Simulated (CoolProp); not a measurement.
Vapour-liquid equilibrium of R152A (1) + n-butane (2) at 349.9 K; x and y are mole fractions of (1).

Computed with CoolProp (multi-fluid Helmholtz-energy mixture model, Outcalt 1996 and Bücker 2006; pair parameters Bell 2016).

```
x     bubble pressure, mixture model (MPa)  bubble pressure, Raoult's law (MPa)  y, mixture model  y, Raoult's law
----  ------------------------------------  -----------------------------------  ----------------  ---------------
0.05                                 1.137                                1.004             0.175            0.109
0.2                                  1.557                                1.191             0.424            0.367
0.35                                 1.820                                1.377             0.545            0.555
0.5                                  2.002                                1.564             0.633            0.699
0.65                                 2.131                                1.751             0.718            0.812
0.8                                  2.208                                1.937             0.817            0.903
0.95                                 2.210                                2.124             0.945            0.978
```

The largest gap from Raoult's law is +32.2 % in bubble pressure, at x = 0.35. y crosses x between x = 0.8 and 0.95: the model has an azeotrope there.

The pair parameters rest on a limited set of measurements; away from them the model extrapolates.
